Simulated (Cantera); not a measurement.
Input (Python, Cantera) and output of one run.

```python
import numpy as np
import cantera as ct

gas_names = [...]  # 123 gases of nasa_gas.yaml made of C, H, O, S
cond_names = """
    C(gr) C6H6(L) C7H8(L) C8H18(L),n-octa H2O(s) H2O(L) H2SO4(L) S(cr1) S(cr2) S(L)
""".split()


# ... load() reads the species with a 1 bar reference pressure and builds the phases ...
atoms = {
    'CO2': {'C': 1, 'O': 2},
    'SO2': {'S': 1, 'O': 2},
    'O2': {'O': 2},
    'H2O': {'H': 2, 'O': 1},
}
top_T = {'C(gr)': 4500}  # K; cautious upper limits of use, not melting points


# ... equilibrate(T, P, feed) seeds the gas with the atoms and calls Mixture.equilibrate('TP', solver="vcs", rtol=1e-11, max_steps=5000) ...
results = []
feed = {'CO2': 1, 'SO2': 0.064, 'O2': 0.3, 'H2O': 0.51}  # mol
T = 3223  # K
P = 101325  # Pa
mix = equilibrate(T, P, feed)
results.append((T, P, feed, dict(zip(mix.species_names, mix.species_moles))))
print(gas.report(threshold=0.001))
for i in range(1, mix.n_phases):
    print(f"{mix.phase(i).name:16s} {mix.phase_moles(i):12.5e} mol")
```

Result:

```
       temperature   3223 K
          pressure   1.0132e+05 Pa
           density   0.10187 kg/m^3
  mean mol. weight   26.942 kg/kmol
   phase of matter   gas

                          1 kg             1 kmol
                     ---------------   ---------------
          enthalpy        1.0682e+06         2.878e+07  J
   internal energy             73572        1.9822e+06  J
           entropy             10897        2.9358e+05  J/K
    Gibbs function       -3.4051e+07       -9.1742e+08  J
 heat capacity c_p            1568.1             42247  J/K
 heat capacity c_v            1259.5             33933  J/K

                      mass frac. Y      mole frac. X     chem. pot. / RT
                     ---------------   ---------------   ---------------
                CO           0.25627            0.2465            -34.94
               CO2           0.25522           0.15625           -51.028
                 H         0.0016952          0.045311           -12.426
                H2         0.0017423          0.023285           -24.852
               H2O          0.077291           0.11559            -40.94
                 O          0.060538           0.10195           -16.088
                OH          0.055308          0.087619           -28.514
                O2           0.23475           0.19766           -32.177
                SO          0.011014         0.0061746           -37.708
               SO2          0.045537          0.019152           -53.796
     [ +113 minor]        0.00062973        0.00051487

C(gr)             0.00000e+00 mol
S(L)              0.00000e+00 mol
```

Method: chemical equilibrium by Gibbs-energy minimisation in Cantera with the NASA 1993 tables (ideal gas, pure condensed phases).
